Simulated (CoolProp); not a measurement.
A single-stage vapour-compression cycle with C3F8 (R218): evaporating at 277.15 K (dew point), condensing at 317.15 K (bubble point), superheat 5 K, subcooling 2 K, compressor efficiency 0.9, no pressure losses. Each further row changes one setting.

Values from CoolProp's reference Helmholtz-energy equation of state, Lemmon 2006. It is a short technical equation, of lower accuracy than the large ones.

| case | cooling COP | pressure ratio | discharge temperature (K) | refrigerating effect (kJ/kg) | volumetric capacity (kJ/m³) |
|---|---|---|---|---|---|
| as stated | 3.97 | 2.98 | 317.2 | 47.9 | 2100 |
| evaporating temperature 282.15 K | 4.89 | 2.56 | 317.2 | 50.9 | 2610 |
| condensing temperature 312.15 K | 4.97 | … | 312.2 | … | 2370 |
| subcooling 7 K | … | 2.98 | 317.2 | 54.3 | 2380 |
| superheat 15 K | 4.31 | 2.98 | 321.7 | 56.4 | 2340 |
| compressor efficiency 0.8 | 3.53 | 2.98 | 317.2 | 47.9 | 2100 |

Complete the blanks.


- condensing temperature 312.15 K, pressure ratio: 2.64
- condensing temperature 312.15 K, refrigerating effect (kJ/kg): 54.2
- subcooling 7 K, cooling COP: 4.49

The compression ends wet for: as stated; evaporating temperature 282.15 K; condensing temperature 312.15 K; subcooling 7 K; compressor efficiency 0.8.
